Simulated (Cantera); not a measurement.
Feed: 1 mol Si₃N₄, 0.59 mol N₂O, 65 mol N₂, at 1.50 mbar.

These are equilibrium values from Cantera (NASA tables, ideal gas, pure condensed phases), not measurements of a reactor. Candidate condensed phases: Si, SiO₂, Si₂N₂O, Si₃N₄; 16 gas species. Mutual solubility and eutectic melting of coexisting phases are not modelled. The numbers say what is thermodynamically allowed, not how fast it happens.

Which condensed phases are stable at each of these points (T (°C)): 1077, 1127, 1177, 1227, 1277, 1327, 1377, 1427, 1477, 1527?


```csv
T (°C),condensed phases,Si condensed (%)
1077,Si₂N₂O(s) + Si₃N₄(s),100.0
1127,Si₂N₂O(s) + Si₃N₄(s),100.0
1177,Si₂N₂O(s) + Si₃N₄(s),99.9
1227,Si₂N₂O(s) + Si₃N₄(s),99.6
1277,Si₂N₂O(s) + Si₃N₄(s),98.2
1327,Si₂N₂O(s) + Si₃N₄(s),92.7
1377,Si₃N₄(s),80.1
1427,Si(l),79.2
1477,Si(l),77.8
1527,Si(l),75.1
```

From 1077 °C to 1327 °C the condensed part is Si₂N₂O(s) + Si₃N₄(s). At 1377 °C the condensed part is Si₃N₄(s). From 1427 °C to 1527 °C the condensed part is Si(l).
